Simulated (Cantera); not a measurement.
Mixture: 4.24 % CH₄, 0.593 % H₂, 19.9 % O₂, 75.0 % N₂, 0.263 % C₂H₆, equivalence ratio 0.49, at 5.40 bar, adiabatic and at constant pressure. Ignition delay is the time to a rise of 400 K.

Model: GRI-Mech 3.0 (53 species, 325 reactions), integrated in Cantera.

### Question
Predict: delay at 1250 K; delay at 1400 K; delay at 1550 K; delay at 1700 K; delay at 1850 K; apparent activation energy between 1700 and 1850 K.

### Answer
```json
{
 "delay at 1250 K": "0.608 ms",
 "delay at 1400 K": "0.153 ms",
 "delay at 1550 K": "47.4 µs",
 "delay at 1700 K": "17.5 µs",
 "delay at 1850 K": "7.90 µs",
 "apparent activation energy between 1700 and 1850 K": "140 kJ/mol"
}
```
